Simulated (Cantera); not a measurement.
An isothermal, constant-pressure homogeneous reactor starts with CO : O₂ : H₂O : N₂ = 0.0086 : 0.079 : 0.066 : 1 (molar parts), at 975 K and 1.10 bar. Integrator tolerance rtol = 1e-08.

Cantera simulation using GRI-Mech 3.0 (53 species, 325 reactions); the numbers are that mechanism's predictions, not measurements.

Task: What does this change do: CO 0.0086 to 0.0013 parts?

Result: 
```json
[
 {"quantity": "x(CO) at 2.00 s", "before": "0.00236 (gas-phase equilibrium <1e-12)", "after": "0.000638 (gas-phase equilibrium <1e-12)"},
 {"quantity": "x(O₂) at 2.00 s", "before": "0.0661 (gas-phase equilibrium 0.0650)", "after": "0.0687 (gas-phase equilibrium 0.0684)"},
 {"quantity": "x(H₂O) at 2.00 s", "before": "0.0573 (gas-phase equilibrium 0.0574)", "after": "0.0576 (gas-phase equilibrium 0.0576)"},
 {"quantity": "x(O) at 2.00 s", "before": "9.76e-8 (gas-phase equilibrium 1.76e-11)", "after": "1.95e-8 (gas-phase equilibrium 1.81e-11)"},
 {"quantity": "x(NO) at 2.00 s", "before": "6.30e-12 (gas-phase equilibrium 1.39e-5)", "after": "<1e-12 (gas-phase equilibrium 1.43e-5)"},
 {"quantity": "x(CO₂) at 2.00 s", "before": "0.00512 (gas-phase equilibrium 0.00748)", "after": "0.000496 (gas-phase equilibrium 0.00113)"}
]
```
